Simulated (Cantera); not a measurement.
Charge: 1 mol HBr, 0.055 mol H2, at 170 bar.

These are equilibrium values from Cantera (NASA tables, ideal gas, pure condensed phases), not measurements of a reactor. Candidate condensed phases: Br2; 10 gas species. Ions and electrons are included (thermal ionisation). The ideal-gas law is rough above about 30 bar. The numbers say what is thermodynamically allowed, not how fast it happens.

### Question
At 2500 K, list the 4 most abundant gas species with their mole fractions, and the condensed phases.

### Answer
HBr 0.845, H2 0.0882, Br 0.0567, Br2 0.00950. Condensed: gas only.
